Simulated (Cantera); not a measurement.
# Carbothermic reduction: SiO₂ + CH₄ + H₂

Feed: 1 mol SiO₂, 0.57 mol CH₄, 14 mol H₂, at 0.00440 bar.

Method: chemical equilibrium by Gibbs-energy minimisation in Cantera with the NASA 1993 tables (ideal gas, pure condensed phases). Candidate condensed phases: C, C₆H₆, C₇H₈, C₈H₁₈, H₂O, Si, SiC, SiO₂; 123 gas species. Mutual solubility and eutectic melting of coexisting phases are not modelled. The tables hold silica as quartz up to 1696 K and as liquid above; real silica turns to tridymite and cristobalite and melts near 1996 K. Equilibrium is a limit: real reactors are often held back by kinetics, nucleation or transport.

| T (K) | x H₂ | x SiO | x CO | x H | x H₂O | x CH₄ | x CO₂ | x OH | n C(graphite) | n SiO₂(β-quartz) | n SiC(s) | n SiO₂(condensed) |
|---|---|---|---|---|---|---|---|---|---|---|---|---|
| 925 | 0.999 | 5.51e-11 | 1.46e-6 | 3.92e-9 | 9.52e-9 | 0.000996 | <1e-12 | <1e-12 | 0.555 | 1.000 | 0 | 0 |
| 1025 | 1.000 | 7.20e-9 | 6.92e-5 | 6.57e-8 | 8.08e-8 | 0.000323 | 7.25e-12 | <1e-12 | 0.564 | 0.999 | 0.000524 | 0 |
| 1125 | 0.998 | 3.90e-7 | 0.00164 | 6.69e-7 | 4.63e-7 | 0.000127 | 6.91e-10 | <1e-12 | 0.531 | 0.988 | 0.0124 | 0 |
| 1225 | 0.977 | 1.09e-5 | 0.0230 | 4.64e-6 | 1.94e-6 | 5.51e-5 | 3.10e-8 | <1e-12 | 0.0356 | 0.822 | 0.178 | 0 |
| 1325 | 0.975 | 0.000376 | 0.0246 | 2.43e-5 | 3.21e-6 | 6.63e-6 | 4.35e-8 | 1.17e-12 | 0 | 0.806 | 0.188 | 0 |
| 1425 | 0.965 | 0.00772 | 0.0268 | 0.000101 | 4.95e-6 | 1.08e-6 | 6.04e-8 | 1.13e-11 | 0 | 0.729 | 0.150 | 0 |
| 1525 | 0.930 | 0.0350 | 0.0350 | 0.000344 | 2.10e-5 | 8.49e-8 | 2.94e-7 | 2.42e-10 | 0 | 0.430 | 0 | 0 |
| 1625 | 0.928 | 0.0353 | 0.0350 | 0.00102 | 0.000286 | 2.08e-9 | 3.47e-6 | 1.33e-8 | 0 | 0.425 | 0 | 0 |
| 1725 | 0.922 | 0.0376 | 0.0348 | 0.00269 | 0.00265 | 8.39e-11 | 2.85e-5 | 4.26e-7 | 0 | 0 | 0 | 0.386 |
x: gas mole fraction; n: condensed amount in mol.

At 925 K the condensed part is C(graphite) + SiO₂(β-quartz). From 1025 K to 1225 K the condensed part is C(graphite) + SiC(s) + SiO₂(β-quartz). From 1325 K to 1425 K the condensed part is SiC(s) + SiO₂(β-quartz). From 1525 K to 1625 K the condensed part is SiO₂(β-quartz). At 1725 K the condensed part is SiO₂(condensed).
